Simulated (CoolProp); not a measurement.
A single-stage vapour-compression cycle with R236EA: evaporating at 294.15 K (dew point), condensing at 347.15 K (bubble point), superheat 2 K, subcooling 5 K, compressor efficiency 0.65, no pressure losses. Each further row changes one setting.

Computed with CoolProp (reference Helmholtz-energy equation of state, Rui 2013).

| case | cooling COP | pressure ratio | discharge temperature (K) | refrigerating effect (kJ/kg) | volumetric capacity (kJ/m³) |
|---|---|---|---|---|---|
| as stated | 2.69 | 4.84 | 348.3 | 97.1 | 1140 |
| evaporating temperature 299.15 K | 3.12 | 4.06 | 348.1 | 101 | 1410 |
| condensing temperature 342.15 K | 3.11 | [?] | [?] | 104 | 1220 |
| subcooling 10 K | 2.87 | 4.84 | 348.3 | 104 | 1220 |
| superheat 12 K | 2.77 | 4.84 | [?] | 106 | 1200 |
| compressor efficiency 0.55 | 2.27 | 4.84 | 354.3 | 97.1 | 1140 |

Task: What belongs in the gaps?

Result: 
- condensing temperature 342.15 K, pressure ratio: 4.27
- condensing temperature 342.15 K, discharge temperature (K): 343.7
- superheat 12 K, discharge temperature (K): 358.5
